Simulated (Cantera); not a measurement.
Cantera run, input and output.

```python
import numpy as np
import cantera as ct

gas = ct.Solution("gri30.yaml")
gas.TPX = 1400, 10000, {'CO': 0.0011, 'O2': 0.0061, 'H2O': 0.0039, 'N2': 1}
reactor = ct.IdealGasConstPressureReactor(gas, energy="off", clone=False)
net = ct.ReactorNet([reactor])
net.rtol, net.atol = 1e-08, 1e-18
show = ['CO', 'O2', 'H2O', 'NO', 'CO2', 'H2', 'NO2']
times = np.geomspace(4e-05, 9, 15)

steps = ct.SolutionArray(gas, extra=["t"])
rows = []
print(f"{'t/s':>10s}{'T/K':>9s}{'P/Pa':>11s}" + "".join(f"{s:>11s}" for s in show))
for t in times:
    while net.time < t:
        t_next = net.step()
        steps.append(gas.state, t=t_next)
    rows.append([np.interp(t, steps.t, y) for y in (steps.T, steps.P, *steps(*show).X.T)])
    print(f"{t:10.3e}{rows[-1][0]:9.1f}{rows[-1][1]:11.4g}" + "".join(f"{x:11.3e}" for x in rows[-1][2:]))
rate = np.gradient(steps.T, steps.t)
print("integrator steps:", len(steps.t))
if steps.T.max() > steps.T[0] + 200:
    print(f"time of steepest temperature rise: {steps.t[rate.argmax()]:.4e} s")
gas.TPX = 1400, 10000, {'CO': 0.0011, 'O2': 0.0061, 'H2O': 0.0039, 'N2': 1}
gas.equilibrate("TP")
print(f"equilibrium (TP): T = {gas.T:.1f} K  " + "  ".join(f"{s} {gas[s].X[0]:.3e}" for s in show))
```

Output:

```
       t/s      T/K       P/Pa         CO         O2        H2O         NO        CO2         H2        NO2
 4.000e-05   1400.0      1e+04  1.088e-03  6.033e-03  3.857e-03  6.387e-20  1.949e-11  1.036e-16  2.963e-28
 9.646e-05   1400.0      1e+04  1.088e-03  6.033e-03  3.857e-03  4.014e-19  4.708e-11  1.183e-15  4.452e-27
 2.326e-04   1400.0      1e+04  1.088e-03  6.033e-03  3.857e-03  2.658e-18  1.140e-10  1.479e-14  7.230e-26
 5.610e-04   1400.0      1e+04  1.088e-03  6.033e-03  3.857e-03  1.783e-17  2.786e-10  1.897e-13  1.285e-24
 1.353e-03   1400.0      1e+04  1.088e-03  6.033e-03  3.857e-03  1.130e-16  7.032e-10  2.415e-12  2.440e-23
 3.263e-03   1400.0      1e+04  1.088e-03  6.033e-03  3.857e-03  6.732e-16  2.014e-09  3.016e-11  4.864e-22
 7.868e-03   1400.0      1e+04  1.088e-03  6.033e-03  3.857e-03  4.595e-15  8.936e-09  4.086e-10  1.131e-20
 1.897e-02   1400.0      1e+04  1.088e-03  6.033e-03  3.857e-03  7.785e-14  1.331e-07  1.029e-08  6.227e-19
 4.576e-02   1400.0      1e+04  1.047e-03  6.000e-03  3.839e-03  3.103e-11  4.090e-05  3.747e-06  6.597e-15
 1.103e-01   1400.0      1e+04  1.576e-04  5.482e-03  3.607e-03  4.330e-08  9.304e-04  8.752e-05  2.380e-12
 2.661e-01   1400.0      1e+04  3.050e-05  5.452e-03  3.736e-03  1.511e-07  1.058e-03  4.244e-05  1.343e-11
 6.417e-01   1400.0      1e+04  8.216e-06  5.473e-03  3.818e-03  2.033e-07  1.080e-03  1.130e-05  4.150e-11
 1.548e+00   1400.0      1e+04  1.803e-06  5.484e-03  3.844e-03  2.263e-07  1.087e-03  2.533e-06  8.884e-11
 3.732e+00   1400.0      1e+04  4.455e-07  5.488e-03  3.852e-03  2.353e-07  1.088e-03  6.571e-07  1.119e-10
 9.000e+00   1400.0      1e+04  1.412e-07  5.490e-03  3.855e-03  2.387e-07  1.088e-03  2.181e-07  1.022e-10
integrator steps: 1239
equilibrium (TP): T = 1400.0 K  CO 4.613e-08  O2 5.425e-03  H2O 3.857e-03  NO 1.312e-04  CO2 1.088e-03  H2 7.532e-08  NO2 4.936e-08
```

Computed with Cantera and GRI-Mech 3.0 (53 species, 325 reactions).
